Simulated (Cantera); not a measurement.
Input: 1 mol CuO, 0.62 mol CO, 0.31 mol H2, held at 1.65 Torr.

Equilibrium computed with Cantera from the NASA thermochemical tables; the gas is ideal and each condensed phase is pure. Candidate condensed phases: C, C6H6, C7H8, C8H18, Cu, CuO, Cu(OH)2, Cu2O, H2O; 113 gas species. Mutual solubility and eutectic melting of coexisting phases are not modelled. Rates play no part.

**Question.** Which condensed phases are stable at each of these points (T (K)): 800, 875, 950, 1025, 1100, 1175, 1250, 1325, 1400, 1475, 1550, 1625, 1700?

**Answer.** 
| T (K) | condensed phases | Cu condensed (%) |
|---|---|---|
| 800 | Cu(s) + Cu2O(s) | 100.0 |
| 875 | Cu(s) + Cu2O(s) | 100.0 |
| 950 | Cu(s) + Cu2O(s) | 100.0 |
| 1025 | Cu(s) + Cu2O(s) | 100.0 |
| 1100 | Cu(s) + Cu2O(s) | 100.0 |
| 1175 | Cu(s) + Cu2O(s) | 100.0 |
| 1250 | Cu(s) + Cu2O(s) | 100.0 |
| 1325 | Cu(s) + Cu2O(s) | 100.0 |
| 1400 | Cu(l) + Cu2O(s) | 99.9 |
| 1475 | Cu(l) + Cu2O(s) | 99.8 |
| 1550 | Cu(l) | 99.2 |
| 1625 | Cu(l) | 97.4 |
| 1700 | Cu(l) | 92.4 |

From 800 K to 1325 K the condensed part is Cu(s) + Cu2O(s). From 1400 K to 1475 K the condensed part is Cu(l) + Cu2O(s). From 1550 K to 1700 K the condensed part is Cu(l).
